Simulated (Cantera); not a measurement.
A Cantera script and what it prints.

```python
import numpy as np
import cantera as ct

gas_names = """
    C CO COS CO2 CS CS2 C2 C2O C3 C3O2 C4 C5 K KO K2 K2SO4 O O2 O3 S SO SO2 SO3 S2 S2O S8
""".split()
cond_names = """
    C(gr) K(cr) K(L) KO2(s) K2CO3(s) K2CO3(L) K2O(s) K2O2(s) K2S(1) K2S(2) K2S(3) K2S(L) K2SO4(a)
    K2SO4(b) K2SO4(L) S(cr1) S(cr2) S(L)
""".split()


# ... load() reads the species with a 1 bar reference pressure and builds the phases ...
atoms = {
    'K2SO4': {'K': 2, 'S': 1, 'O': 4},
    'C': {'C': 1},
    'O2': {'O': 2},
}
top_T = {'C(gr)': 4500, 'KO2(s)': 780, 'K2O(s)': 1000, 'K2O2(s)': 760}  # K; cautious upper limits of use, not melting points


# ... equilibrate(T, P, feed) seeds the gas with the atoms and calls Mixture.equilibrate('TP', solver="vcs", rtol=1e-11, max_steps=5000) ...
results = []
T = 925  # K
P = 1000  # Pa
for m in [0.4, 1.1, 1.9, 2.6, 3.3, 4, 4.8]:
    feed = {'K2SO4': 1, 'C': 0.81, 'O2': m}  # mol
    mix = equilibrate(T, P, feed)
    results.append((T, P, feed, dict(zip(mix.species_names, mix.species_moles))))

top = {s: max(r[3][s] / sum(r[3][g] for g in gas_names) for r in results) for s in gas_names}
cols = sorted((s for s in top if top[s] > 0.0001), key=lambda s: -top[s])[:5]
seen = [c for c in cond_names if any(r[3].get(c, 0) > 1e-12 for r in results)]
print("log10 of partial pressures in bar; condensed amounts in mol")
print(f"{'n(O2)':>10s}" + "".join(f"{s[:9]:>10s}" for s in cols + seen))
for T, P, feed, n in results:
    ng = sum(n[g] for g in gas_names)
    print(f"{feed['O2']:10.4g}" + "".join(f"{np.log10(max(n[s] / ng * P / 1e5, 1e-99)):10.3f}" for s in cols)
          + "".join(f"{n.get(c, 0):10.4g}" for c in seen))
```

Result:

```
log10 of partial pressures in bar; condensed amounts in mol
     n(O2)       CO2        O2        CO       COS        S2  K2CO3(s)    K2S(1)  K2SO4(b)
       0.4    -2.052   -21.020    -2.955    -4.759    -5.639  0.001786    0.1809    0.8173
       1.1    -2.133    -2.579   -12.256   -36.642   -50.802         0         0         1
       1.9    -2.370    -2.241   -12.663   -40.260   -57.225         0         0         1
       2.6    -2.506    -2.162   -12.838   -40.547   -57.449         0         0         1
       3.3    -2.610    -2.122   -12.962   -40.727   -57.561         0         0         1
         4    -2.694    -2.098   -13.057   -43.886   -63.687 2.257e-10         0         1
       4.8    -2.773    -2.080   -13.146   -40.970   -57.680         0         0         1
```

These are equilibrium values from Cantera (NASA tables, ideal gas, pure condensed phases), not measurements of a reactor. Gases not in the tables: S3 to S7.
